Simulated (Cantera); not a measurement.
# Equilibrium for silicon nitride deposition: SiHCl3 + N2

Input: 1 mol SiHCl3, 24 mol N2, equilibrated at 53.0 Pa.

Method: chemical equilibrium by Gibbs-energy minimisation in Cantera with the NASA 1993 tables (ideal gas, pure condensed phases). Candidate condensed phases: NH4Cl, Si, Si3N4; 28 gas species. N2 is the only nitrogen source here; it is nearly inert below about 1500 K, so the nitride shown seldom forms there in practice. The tables' values for SiCl3 are old estimates; treat these amounts as uncertain. Equilibrium is a limit: real reactors are often held back by kinetics, nucleation or transport.

```tsv
T (K)	x N2	x HCl	x SiCl2	x SiCl4	x SiCl3	n Si3N4(s)
1025	0.941	0.0369	3.57e-5	0.0204	0.000187	0.160
1075	0.941	0.0370	0.000165	0.0201	0.000457	0.159
1125	0.941	0.0372	0.000654	0.0194	0.00101	0.156
1175	0.940	0.0372	0.00224	0.0178	0.00202	0.148
1225	0.937	0.0369	0.00652	0.0145	0.00346	0.126
1275	0.933	0.0363	0.0152	0.00920	0.00464	0.0859
1325	0.928	0.0349	0.0265	0.00384	0.00433	0.0351
1375	0.926	0.0331	0.0343	0.00121	0.00300	0
1425	0.925	0.0344	0.0353	0.000719	0.00254	0
1475	0.924	0.0352	0.0360	0.000418	0.00210	0
```
x: gas mole fraction; n: condensed amount in mol.

From 1025 K to 1325 K the condensed part is Si3N4(s). From 1375 K to 1475 K nothing is condensed. The main Si-bearing gas is SiCl4 at 1025 K and SiCl2 at 1475 K.
